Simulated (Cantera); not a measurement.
What does this Cantera script print?

```python
import numpy as np
import cantera as ct

gas_names = [...]  # 109 gases of nasa_gas.yaml made of C, Cl, H, Si
cond_names = """
    C(gr) C6H6(L) C7H8(L) C8H18(L),n-octa Si(cr) Si(L) SiC(b)
""".split()


# ... load() reads the species with a 1 bar reference pressure and builds the phases ...
atoms = {
    'SiCl4': {'Si': 1, 'CL': 4},
    'C2H2': {'C': 2, 'H': 2},
    'H2': {'H': 2},
    'C3H8': {'C': 3, 'H': 8},
}
top_T = {'C(gr)': 4500, 'SiC(b)': 3050}  # K; cautious upper limits of use, not melting points


# ... equilibrate(T, P, feed) seeds the gas with the atoms and calls Mixture.equilibrate('TP', solver="vcs", rtol=1e-11, max_steps=5000) ...
results = []
feed = {'SiCl4': 1, 'C2H2': 0.0061, 'H2': 2000, 'C3H8': 0.44}  # mol
P = 330  # Pa
for T in [1000, 1100, 1200, 1300, 1400, 1500, 1600, 1700, 1800, 1900, 2000, 2100]:
    mix = equilibrate(T, P, feed)
    results.append((T, P, feed, dict(zip(mix.species_names, mix.species_moles))))

top = {s: max(r[3][s] / sum(r[3][g] for g in gas_names) for r in results) for s in gas_names}
cols = sorted((s for s in top if top[s] > 0.0001), key=lambda s: -top[s])[:7]
seen = [c for c in cond_names if any(r[3].get(c, 0) > 1e-12 for r in results)]
print("log10 of partial pressures in bar; condensed amounts in mol")
print(f"{'T/K':>10s}" + "".join(f"{s[:9]:>10s}" for s in cols + seen))
for T, P, feed, n in results:
    ng = sum(n[g] for g in gas_names)
    print(f"{T:10.4g}" + "".join(f"{np.log10(max(n[s] / ng * P / 1e5, 1e-99)):10.3f}" for s in cols)
          + "".join(f"{n.get(c, 0):10.4g}" for c in seen))
```

It prints:

```
log10 of partial pressures in bar; condensed amounts in mol
       T/K        H2         H       HCL        Si C2H2,acet       CH4     C(gr)    SiC(b)
      1000    -2.482    -9.885    -5.181   -18.884   -11.979    -6.262         0         1
      1100    -2.482    -8.829    -5.181   -16.689   -10.358    -6.410   0.09582         1
      1200    -2.482    -7.946    -5.181   -14.631    -9.471    -6.766    0.2278         1
      1300    -2.482    -7.197    -5.181   -12.892    -8.722    -7.069    0.2781    0.9999
      1400    -2.482    -6.554    -5.181   -11.404    -8.081    -7.329    0.2937    0.9999
      1500    -2.482    -5.996    -5.181   -10.115    -7.527    -7.555    0.2793    0.9997
      1600    -2.483    -5.506    -5.182    -8.989    -7.043    -7.753    0.2124    0.9989
      1700    -2.484    -5.073    -5.183    -7.997    -6.618    -7.927     0.039    0.9923
      1800    -2.485    -4.689    -5.185    -6.994    -6.487    -8.207         0     0.929
      1900    -2.489    -4.345    -5.189    -6.181    -6.204    -8.376         0    0.5474
      2000    -2.495    -4.036    -5.197    -5.827    -5.982    -8.548         0         0
      2100    -2.506    -3.760    -5.211    -5.820    -5.983    -8.813         0         0
```

Method: chemical equilibrium by Gibbs-energy minimisation in Cantera with the NASA 1993 tables (ideal gas, pure condensed phases).
